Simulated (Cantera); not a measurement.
Input: 1 mol TiCl₄, 12 mol H₂O, 310 mol H₂, held at 1.00 bar.

Method: chemical equilibrium by Gibbs-energy minimisation in Cantera with the NASA 1993 tables (ideal gas, pure condensed phases). Candidate condensed phases: H₂O, Ti, TiCl₂, TiCl₃, TiCl₄, TiO, TiO₂, Ti₂O₃, Ti₃O₅, Ti₄O₇; 23 gas species. Gases not in the tables: TiO(OH)₂. The numbers say what is thermodynamically allowed, not how fast it happens.

### Question
At 1252 °C, list the 4 most abundant gas species with their mole fractions, and the condensed phases.

### Answer
H₂ 0.957, H₂O 0.0309, HCl 0.0123, H 2.31e-5. Condensed: TiO₂(rutile).
